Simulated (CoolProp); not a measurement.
A simple Rankine cycle with R1336mzz(Z): condensing at 324.15 K, boiler at 0.817 MPa, turbine inlet 499 K, turbine efficiency 0.8, pump efficiency 0.7, no recuperator. Each further row changes one setting.

The numbers come from the reference Helmholtz-energy equation of state, McLinden 2020 in CoolProp.

```json
[
 {"case": "as stated", "thermal efficiency (%)": "8.2", "net work (kJ/kg)": "27.1", "heat in (kJ/kg)": "332", "turbine exit temperature (K)": "469.3", "volume ratio over the turbine": "4.37"},
 {"case": "condensing temperature 316.15 K", "thermal efficiency (%)": "9.3", "net work (kJ/kg)": "31.9", "heat in (kJ/kg)": "342", "turbine exit temperature (K)": "464.5", "volume ratio over the turbine": "5.66"},
 {"case": "boiler pressure 0.572 MPa", "thermal efficiency (%)": "6.3", "net work (kJ/kg)": "21.1", "heat in (kJ/kg)": "334", "turbine exit temperature (K)": "476.9", "volume ratio over the turbine": "3.05"},
 {"case": "turbine efficiency 0.7", "thermal efficiency (%)": "7.1", "net work (kJ/kg)": "23.6", "heat in (kJ/kg)": "332", "turbine exit temperature (K)": "472.5", "volume ratio over the turbine": "4.40"}
]
```
